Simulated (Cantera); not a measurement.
# Carbothermic reduction: SiO2 + CO

A closed system holds: 1 mol SiO2, a varied amount of CO, held at 1.50 mbar.

Cantera equilibrium calculation (NASA polynomials, part measured and part estimated; ideal gas, pure solids and liquids). Candidate condensed phases: C, Si, SiC, SiO2; 20 gas species. The tables hold silica as quartz up to 1696 K and as liquid above; real silica turns to tridymite and cristobalite and melts near 1996 K. Kinetics and transport are ignored.

Map the stable condensed phases over T = 1977, 2002, 2027, 2052, 2077, 2102, 2127, 2152, 2177, 2202 °C and n(CO) in mol = 0.64, 1, 1.4, 1.8, 2.2, 2.6, 3, 3.4.


```
T in °C \ n(CO) in mol
         0.64    1  1.4  1.8  2.2  2.6    3  3.4
   2202     A    A    A    A    A    A    A    A
   2177     A    A    A    A    A    A    A    A
   2152     A    A    A    A    A    A    A    A
   2127     A    A    A    A    A    A    A    A
   2102     A    A    A    A    A    A    A    A
   2077     A    A    A    A    A    A    A    A
   2052     A    A    A    A    A    A    A    A
   2027     B    A    A    A    A    A    A    A
   2002     B    B    A    A    A    A    A    A
   1977     B    B    B    A    A    A    A    A
```
A: gas only; B: SiO2.
